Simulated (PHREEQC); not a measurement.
**Copper plating or etch bath: speciation**

A solution holds 0.0066 mol CuCl2, 0.0019 mol HCl and 0.00021 mol KCl per kg of water, at 20 °C. Closed to the air; pH follows from the charge balance.

Computed with PHREEQC (ion-association model, phreeqc.dat).

Precipitation was switched off in this run.

**Question.** Predict the pH, specific conductance.

**Answer.** pH 2.77; specific conductance 2000 µS/cm.

**Question.** In which forms is Cu present?

**Answer.** Cu+2 98 %, CuCl+ 1.8 % of the Cu.
